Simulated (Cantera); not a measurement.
Input: 1 mol MgO, 10 mol Cl₂, equilibrated at 775 K and 2.60 Pa.

Cantera equilibrium calculation (NASA polynomials, part measured and part estimated; ideal gas, pure solids and liquids). Candidate condensed phases: Mg, MgCl₂, MgO; 11 gas species. Rates play no part.

Base state: Cl₂ 0.998, Cl 0.00101, MgCl₂ 0.000518, O₂ 0.000259 (mole fractions); condensed: MgO(s).

Task: What changes in the equilibrium state with this change: temperature from 775 K to 1650 K?

Result: 
```csv
species,before,after
Cl,0.00101,0.922
MgCl₂,0.000518,0.0513
O₂,0.000259,0.0252
Cl₂,0.998,0.00103
O,<1e-9,0.000807
ClO,1.12e-8,1.54e-5
"MgO(s), mol",0.995,0
```

Task: What changes in the equilibrium state with this change: temperature from 775 K to 1150 K?

Result: 
```
species        before    after
-----------  --------  -------
Cl₂             0.998    0.503
Cl            0.00101    0.381
MgCl₂        0.000518   0.0771
O₂           0.000259   0.0385
ClO           1.12e-8  1.66e-5
MgO(s), mol     0.995        0
```
